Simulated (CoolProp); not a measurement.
Vapour-liquid equilibrium of R1234ze(E) (1) + n-pentane (2) at 5.88 bar; x and y are mole fractions of (1).

Values from CoolProp's multi-fluid Helmholtz-energy mixture model, Thol 2016 and Thol 2019; pair parameters Bell 2016.

### Question
Give the bubble temperature and the first vapour's composition at x = 0.05, 0.5, 0.8. Is there an azeotrope?

### Answer
x = 0.05: 85.7 °C, y = 0.279; x = 0.5: 41.2 °C, y = 0.848; x = 0.8: 34.3 °C, y = 0.922. No azeotrope shows between x = 0.05 and 0.95.

Pair parameters are fitted to limited data, so mixtures are less certain than the pure fluids.
